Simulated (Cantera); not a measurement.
A Cantera script and its output.

```python
import numpy as np
import cantera as ct

gas = ct.Solution("gri30.yaml", transport_model="multicomponent")
show = ['H2O', 'C2H2', 'NO']

rows = []
print(f"{'T/K':>7s}{'rho':>11s}{'cp':>10s}{'mu':>11s}{'lambda':>11s}{'Pr':>7s}" + "".join(f"{'D_' + s:>11s}" for s in show))
for T in [400, 500, 600, 700, 800, 900, 1000]:
    gas.TPX = T, 1333, {'CO2': 0.29, 'CH3OH': 0.24}
    Pr = gas.cp_mass * gas.viscosity / gas.thermal_conductivity
    D = [gas.mix_diff_coeffs_mole[gas.species_index(s)] for s in show]
    rows.append([gas.density, gas.cp_mass, gas.viscosity, gas.thermal_conductivity, Pr, *D])
    print(f"{T:7g}{gas.density:11.4e}{gas.cp_mass:10.1f}{gas.viscosity:11.4e}"
          f"{gas.thermal_conductivity:11.4e}{Pr:7.3f}" + "".join(f"{d:11.4e}" for d in D))
print("SI units: kg/m3, J/kg/K, Pa s, W/m/K, m2/s")
```

Output:

```
    T/K        rho        cp         mu     lambda     Pr      D_H2O     D_C2H2       D_NO
    400 1.5467e-02    1188.4 1.6682e-05 2.6444e-02  0.750 2.1273e-03 1.5817e-03 1.9808e-03
    500 1.2374e-02    1331.2 2.0550e-05 3.6638e-02  0.747 3.3192e-03 2.4062e-03 2.9616e-03
    600 1.0311e-02    1461.6 2.4181e-05 4.7465e-02  0.745 4.7418e-03 3.3638e-03 4.0880e-03
    700 8.8384e-03    1573.2 2.7593e-05 5.8431e-02  0.743 6.3760e-03 4.4434e-03 5.3492e-03
    800 7.7336e-03    1665.7 3.0812e-05 6.9220e-02  0.741 8.2061e-03 5.6363e-03 6.7365e-03
    900 6.8743e-03    1744.8 3.3862e-05 7.9822e-02  0.740 1.0219e-02 6.9359e-03 8.2434e-03
   1000 6.1869e-03    1822.3 3.6762e-05 9.0648e-02  0.739 1.2405e-02 8.3364e-03 9.8643e-03
SI units: kg/m3, J/kg/K, Pa s, W/m/K, m2/s
```

Detailed kinetics in Cantera: GRI-Mech 3.0 (53 species, 325 reactions). Polar gases are described roughly by these parameters.
